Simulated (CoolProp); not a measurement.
R1234yf along the isobar 2870 kPa: Z from the reference equation and from simpler models built on Tc = 367.8 K, pc = 3384 kPa, ω = 0.276; each cubic takes its own stable root.

Model: reference Helmholtz-energy equation of state, Lemmon 2022, in CoolProp.

```csv
T (K),phase,reference
145.2,liquid,0.1784
152.7,liquid,0.1717
160.3,liquid,0.1657
167.8,liquid,0.1603
175.3,liquid,0.1554
182.9,liquid,0.1509
190.4,liquid,0.1469
197.9,liquid,0.1432
205.5,liquid,0.1398
213,liquid,0.1368
220.5,liquid,0.1340
228.1,liquid,0.1315
```

Question: How far does each simpler model (Redlich-Kwong, Peng-Robinson) lie from the reference over these 12 states: mean and median of the absolute difference, and the worst?

Answer: 
- Redlich-Kwong: mean 15.5 %, median 15.3 %, worst +16.5 % at 145.2 K and 2870 kPa
- Peng-Robinson: mean 1.0 %, median 0.8 %, worst +2.6 % at 145.2 K and 2870 kPa
